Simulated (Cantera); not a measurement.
An isothermal, constant-pressure homogeneous reactor starts with C2H6 : N2 = 1 : 30 (molar parts), at 1573 K and 47000 Pa.

Detailed kinetics in Cantera: GRI-Mech 3.0 (53 species, 325 reactions). GRI-Mech 3.0 stops at C3 and has no aromatics, soot or wall deposition, so with more carbon than oxygen in the feed, carbon stays in small species such as C2H2 where larger ones or solid carbon would form.

x: mole fraction; the columns are a selection and need not sum to one.

```
t (s)      x C2H6     x CH4    x HCN    x C2H4     x H2
--------  -------  --------  -------  --------  -------
8.00e-5    0.0231   0.00151  2.75e-7   0.00621  0.00606
0.000363  0.00420   0.00704  8.07e-7    0.0168   0.0255
0.00165   6.84e-5   0.00863  9.67e-7   0.00826   0.0401
0.00750   4.43e-6   0.00857  9.67e-7   0.00285   0.0455
0.0341    3.23e-6   0.00834  9.67e-7  0.000210   0.0484
0.155         ___       ___  9.77e-7  0.000113   0.0497
0.704         ___       ___  1.02e-6  0.000109   0.0532
3.20      1.91e-7   0.00193  1.11e-6  0.000113   0.0577
14.5      2.47e-8  0.000618  1.26e-6  0.000118   0.0596
66.0      1.69e-8  0.000476  1.62e-6  0.000118   0.0598
300       1.69e-8  0.000476  3.32e-6  0.000118   0.0598
```

Some entries are withheld; supply them.


- 0.155, x C2H6: 2.61e-6
- 0.155, x CH4: 0.00748
- 0.704, x C2H6: 1.20e-6
- 0.704, x CH4: 0.00502
